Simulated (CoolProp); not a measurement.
Sulfur dioxide along the isotherm 453.7 K: density (kg/m³) from the reference equation and from simpler models built on Tc = 430.6 K, pc = 78.87 bar, ω = 0.256; each cubic takes its own stable root.

Model: reference Helmholtz-energy equation of state, Gao 2016, in CoolProp.

| p (bar) | phase | reference |
|---|---|---|
| 4.38 | gas | 7.561 |
| 8.76 | gas | 15.38 |
| 13.1 | gas | 23.41 |
| 17.5 | gas | 31.85 |
| 21.9 | gas | 40.63 |
| 26.3 | gas | 49.79 |
| 30.7 | gas | 59.36 |
| 35.1 | gas | 69.39 |
| 39.4 | gas | 79.69 |

How far does each simpler model (ideal gas, van der Waals, Redlich-Kwong, Peng-Robinson) lie from the reference over these 9 states: mean and median of the absolute difference, and the worst?


- ideal gas: mean 8.6 %, median 8.5 %, worst -16.0 % at 453.7 K and 39.4 bar
- van der Waals: mean 0.8 %, median 0.8 %, worst -1.4 % at 453.7 K and 39.4 bar
- Redlich-Kwong: mean 0.1 %, median 0.1 %, worst +0.2 % at 453.7 K and 39.4 bar
- Peng-Robinson: mean 0.9 %, median 0.9 %, worst +1.6 % at 453.7 K and 39.4 bar
